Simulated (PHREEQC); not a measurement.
Dissolve 0.16 mol/kgw HF, 0.28 mol/kgw NH4HF2, 2.1e-07 mol/kgw H4SiO4 and 0.0016 mol/kgw H3PO4 at 25 °C. Closed to the air; pH follows from the charge balance.

Computed with PHREEQC (ion-association model, wateq4f.dat).

The ionic strength comes out as 0.281 mol/kgw. What activity coefficients do F-, H+, HF2-, H2PO4-, NH4+ get?

F- 0.68, H+ 0.79, HF2- 0.68, H2PO4- 0.73, NH4+ 0.73.

Precipitation was switched off in this run. Species that the database lacks are ignored. wateq4f.dat counts part of the HF as a dimer, H2F2, which phreeqc.dat doesn't know; its constant is uncertain. H3PO4, which wateq4f.dat lacks, is added to it with the constant of phreeqc.dat. SiF6-2 is the database's only silicon fluoride.
